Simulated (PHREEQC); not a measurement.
Dissolve 0.019 mol/kgw (NH4)2CO3 at 25 °C. Closed to the air; pH follows from the charge balance.

The numbers come from PHREEQC with the ion-association model, wateq4f.dat.

Precipitation was switched off in this run.

Estimate the pH, ionic strength.

pH 9.22; ionic strength 0.0230 mol/kgw.

In which forms is N present?

NH4+ 55 %, NH3 45 % of the N.

Species that the database lacks are ignored. Carbamate, which ammonia and carbonate form, is missing from the database.
